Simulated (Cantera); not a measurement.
What does this Cantera script print?

```python
import numpy as np
import cantera as ct

gas_names = """
    Fe FeO Fe(OH)2 H HO2 H2 H2O H2O2 H2S H2SO4 O OH O2 O3 S SH SO SO2 SO3 S2 S2O S8
""".split()
cond_names = """
    Fe(a) Fe(c) Fe(d) Fe(L) FeO(s) FeO(L) Fe(OH)2(s) Fe(OH)3(s) FeS(a) FeS(b) FeS(c) FeS(L) FeSO4(s)
    FeS2(s) Fe2O3(s) Fe2S3O12(s) Fe3O4(s) H2O(s) H2O(L) H2SO4(L) S(cr1) S(cr2) S(L)
""".split()


# ... load() reads the species with a 1 bar reference pressure and builds the phases ...
atoms = {
    'Fe2O3': {'Fe': 2, 'O': 3},
    'H2S': {'H': 2, 'S': 1},
    'O2': {'O': 2},
}
top_T = {'FeSO4(s)': 950, 'FeS2(s)': 1010, 'Fe2O3(s)': 1830, 'Fe2S3O12(s)': 1100, 'Fe3O4(s)': 1870}  # K; cautious upper limits of use, not melting points


# ... equilibrate(T, P, feed) seeds the gas with the atoms and calls Mixture.equilibrate('TP', solver="gibbs", rtol=1e-10, max_steps=50000) ...
results = []
T = 773.15  # K
P = 1100000  # Pa
for m in [0.074, 0.11, 0.18, 0.27, 0.42, 0.64, 0.99, 1.5, 2.4, 3.6, 5.6]:
    feed = {'Fe2O3': 1, 'H2S': 0.075, 'O2': m}  # mol
    mix = equilibrate(T, P, feed)
    results.append((T, P, feed, dict(zip(mix.species_names, mix.species_moles))))
    x = sorted(zip(gas.X, gas.species_names), reverse=True)
    print(f"T = {T:g} K  P = {P:g} Pa  n(O2) = {m:g} mol  gas = {mix.phase_moles(0):.4g} mol")
    print("   x: " + "  ".join(f"{s} {v:.3e}" for v, s in x if v > 1e-06))
    print("   condensed (mol): " + ("  ".join(f"{mix.phase(i).name} {mix.phase_moles(i):.4g}"
          for i in range(1, mix.n_phases) if mix.phase_moles(i) > 1e-12) or "none"))
```

Result:

```
T = 773.15 K  P = 1.1e+06 Pa  n(O2) = 0.074 mol  gas = 0.15 mol
   x: H2O 4.999e-01  SO2 4.998e-01  H2S 2.400e-04  S2O 1.727e-05  S2 1.172e-05  H2 6.633e-06
   condensed (mol): Fe2O3(s) 0.7694  Fe3O4(s) 0.1538
T = 773.15 K  P = 1.1e+06 Pa  n(O2) = 0.11 mol  gas = 0.15 mol
   x: H2O 4.999e-01  SO2 4.998e-01  H2S 2.400e-04  S2O 1.727e-05  S2 1.172e-05  H2 6.633e-06
   condensed (mol): Fe2O3(s) 0.9854  Fe3O4(s) 0.009752
T = 773.15 K  P = 1.1e+06 Pa  n(O2) = 0.18 mol  gas = 0.105 mol
   x: H2O 7.142e-01  O2 2.857e-01  SO3 4.042e-05  H2SO4 3.440e-05
   condensed (mol): Fe2O3(s) 0.975  Fe2S3O12(s) 0.025
T = 773.15 K  P = 1.1e+06 Pa  n(O2) = 0.27 mol  gas = 0.195 mol
   x: O2 6.154e-01  H2O 3.846e-01  SO3 4.042e-05  H2SO4 1.852e-05
   condensed (mol): Fe2O3(s) 0.975  Fe2S3O12(s) 0.025
T = 773.15 K  P = 1.1e+06 Pa  n(O2) = 0.42 mol  gas = 0.345 mol
   x: O2 7.826e-01  H2O 2.174e-01  SO3 4.042e-05  H2SO4 1.047e-05
   condensed (mol): Fe2O3(s) 0.975  Fe2S3O12(s) 0.02499
T = 773.15 K  P = 1.1e+06 Pa  n(O2) = 0.64 mol  gas = 0.565 mol
   x: O2 8.672e-01  H2O 1.327e-01  SO3 4.042e-05  H2SO4 6.393e-06
   condensed (mol): Fe2O3(s) 0.975  Fe2S3O12(s) 0.02499
T = 773.15 K  P = 1.1e+06 Pa  n(O2) = 0.99 mol  gas = 0.915 mol
   x: O2 9.180e-01  H2O 8.196e-02  SO3 4.042e-05  H2SO4 3.948e-06
   condensed (mol): Fe2O3(s) 0.975  Fe2S3O12(s) 0.02499
T = 773.15 K  P = 1.1e+06 Pa  n(O2) = 1.5 mol  gas = 1.425 mol
   x: O2 9.473e-01  H2O 5.263e-02  SO3 4.042e-05  H2SO4 2.535e-06
   condensed (mol): Fe2O3(s) 0.975  Fe2S3O12(s) 0.02498
T = 773.15 K  P = 1.1e+06 Pa  n(O2) = 2.4 mol  gas = 2.325 mol
   x: O2 9.677e-01  H2O 3.226e-02  SO3 4.042e-05  H2SO4 1.554e-06
   condensed (mol): Fe2O3(s) 0.975  Fe2S3O12(s) 0.02497
T = 773.15 K  P = 1.1e+06 Pa  n(O2) = 3.6 mol  gas = 3.525 mol
   x: O2 9.787e-01  H2O 2.127e-02  SO3 4.042e-05  H2SO4 1.025e-06
   condensed (mol): Fe2O3(s) 0.975  Fe2S3O12(s) 0.02495
T = 773.15 K  P = 1.1e+06 Pa  n(O2) = 5.6 mol  gas = 5.525 mol
   x: O2 9.864e-01  H2O 1.357e-02  SO3 4.042e-05
   condensed (mol): Fe2O3(s) 0.9751  Fe2S3O12(s) 0.02492
```

These are equilibrium values from Cantera (NASA tables, ideal gas, pure condensed phases), not measurements of a reactor.
